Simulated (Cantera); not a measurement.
Premixed flame

A freely propagating, adiabatic, planar premixed flame of H₂ : O₂ : N₂ = 1 : 0.179 : 0.571 (molar parts), equivalence ratio 2.8, unburnt at 500 K and 0.987 atm; mixture-averaged transport, grid criteria slope 0.08 and curve 0.16, no radiation.

Cantera simulation using the H2/O2 subset of GRI-Mech 3.0, which has no nitrogen chemistry; the numbers are that mechanism's predictions, not measurements. Burning velocities carry a grid error of a few per cent, more on coarse grids.

| z (mm) | T (K) | u (m/s) | x H₂ | x O₂ | x OH | x H₂O₂ | x HO₂ | x O |
|---|---|---|---|---|---|---|---|---|
| -1.33 | 500 | 6.45 | 0.571 | 0.102 | <1e-8 | <1e-8 | <1e-8 | <1e-8 |
| -0.886 | 500 | 6.45 | 0.571 | 0.102 | <1e-8 | <1e-8 | <1e-8 | <1e-8 |
| -0.664 | 500 | 6.45 | 0.571 | 0.102 | <1e-8 | <1e-8 | <1e-8 | <1e-8 |
| -0.443 | 500 | 6.46 | 0.571 | 0.102 | <1e-8 | <1e-8 | 4.13e-7 | <1e-8 |
| -0.221 | 533 | 6.84 | 0.567 | 0.102 | 7.02e-5 | 7.53e-6 | 0.000272 | 1.14e-5 |
| -0.111 | 781 | 9.75 | 0.536 | 0.0956 | 0.000478 | 1.42e-5 | 0.000169 | 0.000208 |
| 0 | 1159 | 14.1 | 0.455 | 0.0644 | 0.00111 | 1.37e-6 | 6.78e-5 | 0.00158 |
| 0.111 | 1413 | 17.1 | 0.380 | 0.0194 | 0.00175 | 4.57e-7 | 1.92e-5 | 0.00156 |
| 0.221 | 1523 | 18.4 | 0.359 | 0.00375 | 0.00166 | 2.23e-7 | 3.55e-6 | 0.000603 |
| 0.443 | 1621 | 19.5 | 0.361 | 0.000239 | 0.00172 | 1.49e-7 | 2.18e-7 | 0.000281 |
| 0.886 | 1722 | 20.5 | 0.370 | 5.58e-5 | 0.00176 | 1.02e-7 | 5.86e-8 | 0.000206 |
| 1.77 | 1819 | 21.5 | 0.380 | 3.40e-5 | 0.00161 | 5.86e-8 | 3.81e-8 | 0.000131 |
| 3.54 | 1903 | 22.4 | 0.389 | 1.77e-5 | 0.00131 | 2.91e-8 | 2.20e-8 | 6.98e-5 |
x: mole fraction of selected species; z is measured from the peak of heat release.

* **laminar burning velocity**: 645 cm/s
* **thermal thickness**: 0.443 mm
* **peak x(OH)**: 0.00177
* **peak x(H₂O₂)**: 1.74e-5
* **peak x(HO₂)**: 0.000309
* **peak x(O)**: 0.00198
